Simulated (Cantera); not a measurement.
Charge: 1 mol FeCl2, 0.14 mol H2, equilibrated at 1023 K and 0.100 bar.

Equilibrium computed with Cantera from the NASA thermochemical tables; the gas is ideal and each condensed phase is pure. Candidate condensed phases: Fe, FeCl2, FeCl3; 11 gas species. Mutual solubility and eutectic melting of coexisting phases are not modelled. Rates play no part.

### Question
What is the equilibrium state?

### Answer
```
Quantity         Result
-----------  ----------
x(HCl)            0.482
x(FeCl2)          0.296
x(H2)             0.154
x(Fe2Cl4)        0.0677
x(FeCl3)       0.000168
n(Fe(α))     0.0855 mol
n(FeCl2(l))   0.762 mol
gas amount   0.3543 mol
```
